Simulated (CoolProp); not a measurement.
Vapour-liquid equilibrium of R22 (1) + n-pentane (2) at 292 K; x and y are mole fractions of (1).

Values from CoolProp's multi-fluid Helmholtz-energy mixture model, Kamei 1995 and Thol 2019; pair parameters Bell 2016.

```tsv
x	bubble pressure (MPa)	y at the bubble point	dew pressure at overall composition x (MPa)	liquid density (mol/L)
0.05	0.1289	0.588	0.05693	8.869
0.2	0.3231	0.848	0.06750	9.425
0.35	0.4671	0.904	0.08281	10.04
0.5	0.5715	0.929	0.1070	10.73
0.65	0.6560	0.947	0.1508	11.52
0.8	0.7403	0.965	0.2541	12.45
0.95	0.8412	0.990	0.6684	13.60
```

No azeotrope shows between x = 0.05 and 0.95.

The pair parameters rest on a limited set of measurements; away from them the model extrapolates.
